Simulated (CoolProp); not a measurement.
Carbon monoxide along the isobar 17.4 MPa: Z from the reference equation and from simpler models built on Tc = 132.9 K, pc = 3.498 MPa, ω = 0.050; each cubic takes its own stable root.

Computed with CoolProp (reference Helmholtz-energy equation of state, Lemmon 2006). It is a short technical equation, of lower accuracy than the large ones.

```json
[
 {"T (K)": "100.7", "phase": "liquid", "reference": "0.7659"},
 {"T (K)": "107.8", "phase": "liquid", "reference": "0.7416"},
 {"T (K)": "114.9", "phase": "liquid", "reference": "0.7231"},
 {"T (K)": "122.1", "phase": "liquid", "reference": "0.7097"},
 {"T (K)": "129.2", "phase": "liquid", "reference": "0.7014"},
 {"T (K)": "136.3", "phase": "supercritical", "reference": "0.6979"},
 {"T (K)": "143.4", "phase": "supercritical", "reference": "0.6992"},
 {"T (K)": "150.6", "phase": "supercritical", "reference": "0.7053"},
 {"T (K)": "157.7", "phase": "supercritical", "reference": "0.7160"},
 {"T (K)": "164.8", "phase": "supercritical", "reference": "0.7309"}
]
```

**Question.** How far does each simpler model (Soave-Redlich-Kwong, Peng-Robinson) lie from the reference over these 10 states: mean and median of the absolute difference, and the worst?

**Answer.** 
- Soave-Redlich-Kwong: mean 1.3 %, median 0.8 %, worst +3.2 % at 164.8 K and 17.4 MPa
- Peng-Robinson: mean 9.1 %, median 9.5 %, worst -11.5 % at 100.7 K and 17.4 MPa
